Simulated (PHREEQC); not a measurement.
Consider water at 55 °C with 0.015 mol/kgw NaBr and 0.0016 mol/kgw CaSO4. Closed to the air; pH follows from the charge balance.

Computed with PHREEQC (ion-association model, wateq4f.dat).

Each row changes one thing in this solution. Precipitation was switched off in this run.

| case | pH | ionic strength (mol/kgw) |
|---|---|---|
| as made | 6.60 | 0.0206 |
| 0.0018 mol/kgw Ca(OH)2 added | 10.63 | 0.0255 |
| 0.0025 mol/kgw CsOH added | 10.48 | 0.0231 |
| NaBr left out | 6.61 | 0.00542 |
| CaSO4 left out | 6.57 | 0.0150 |
| temperature from 55 to 60 °C | 6.55 | 0.0206 |
| CaSO4 replaced by CaBr2 at the same molality | 6.57 | 0.0198 |

At this temperature some constants are extrapolated from 25 °C, and those without enthalpy data are left unchanged.
